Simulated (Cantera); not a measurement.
A freely propagating, adiabatic, planar premixed flame of H2 : O2 : N2 = 1 : 0.217 : 0.817 (molar parts), equivalence ratio 2.3, unburnt at 375 K and 180 Torr; mixture-averaged transport, grid criteria slope 0.08 and curve 0.16, no radiation.

Detailed kinetics in Cantera: the H2/O2 subset of GRI-Mech 3.0, which has no nitrogen chemistry. Burning velocities carry a grid error of a few per cent, more on coarse grids.

Q: Predict: laminar burning velocity; thermal thickness; peak x(O); peak x(HO2); peak x(H).

A: 
```
Property                     Value
------------------------  --------
laminar burning velocity  346 cm/s
thermal thickness          2.51 mm
peak x(O)                  0.00280
peak x(HO2)               0.000153
peak x(H)                   0.0948
```
